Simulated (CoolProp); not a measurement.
A simple Rankine cycle with hexamethyldisiloxane (MM): condensing at 304.15 K, boiler at 0.259 MPa, turbine inlet 414.7 K, turbine efficiency 0.7, pump efficiency 0.8, no recuperator. Each further row changes one setting.

The numbers come from the reference Helmholtz-energy equation of state, Thol 2016 in CoolProp.

```json
[
 {"case": "as stated", "thermal efficiency (%)": "11.9", "net work (kJ/kg)": "47.6", "heat in (kJ/kg)": "400", "turbine exit temperature (K)": "382.5", "volume ratio over the turbine": "35.9"},
 {"case": "turbine inlet 434.7 K", "thermal efficiency (%)": "…", "net work (kJ/kg)": "50.3", "heat in (kJ/kg)": "437", "turbine exit temperature (K)": "402.6", "volume ratio over the turbine": "35.3"},
 {"case": "condensing temperature 296.15 K", "thermal efficiency (%)": "12.7", "net work (kJ/kg)": "52.8", "heat in (kJ/kg)": "415", "turbine exit temperature (K)": "…", "volume ratio over the turbine": "53.2"},
 {"case": "boiler pressure 0.181 MPa", "thermal efficiency (%)": "10.8", "net work (kJ/kg)": "43.6", "heat in (kJ/kg)": "403", "turbine exit temperature (K)": "386.6", "volume ratio over the turbine": "…"},
 {"case": "turbine efficiency 0.6", "thermal efficiency (%)": "10.2", "net work (kJ/kg)": "40.7", "heat in (kJ/kg)": "400", "turbine exit temperature (K)": "386.5", "volume ratio over the turbine": "…"}
]
```

Fill in the missing entries.


- turbine inlet 434.7 K, thermal efficiency (%): 11.5
- condensing temperature 296.15 K, turbine exit temperature (K): 379.4
- boiler pressure 0.181 MPa, volume ratio over the turbine: 24.3
- turbine efficiency 0.6, volume ratio over the turbine: 36.3
